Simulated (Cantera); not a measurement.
A closed system holds: 1 mol CH₃SiCl₃, 0.016 mol C₂H₂, 460 mol H₂, held at 1475 °C and 230 Pa.

Cantera equilibrium calculation (NASA polynomials, part measured and part estimated; ideal gas, pure solids and liquids). The feed counts by its element totals alone. Equilibrium is a limit: real reactors are often held back by kinetics, nucleation or transport.

| species | before | after |
|---|---|---|
| H | 0.00474 | 0.571 |
| H₂ | 0.989 | 0.422 |
| HCl | 0.00643 | 0.00237 |
| Si | 1.86e-5 | 0.00148 |
| C | <1e-9 | 0.000100 |
| C₂H | 1.55e-9 | 7.14e-5 |
| C₃ | <1e-9 | 2.84e-5 |
| SiC₂ | 8.22e-8 | 4.13e-5 |
| Cl | 2.38e-5 | 0.00224 |
| C₂H₂ (acetylene) | 4.63e-5 | 0.000574 |
| SiC(s), mol | 0.988 | 0 |
Gas species are given as mole fractions.

Task: What was changed between the two runs?
A. temperature from 1475 °C to 2350 °C
B. pressure from 230 Pa to 6000 Pa
C. temperature from 1475 °C to 1727 °C
D. CH₃SiCl₃ replaced by SiH₂Cl₂

Result: A, temperature from 1475 °C to 2350 °C
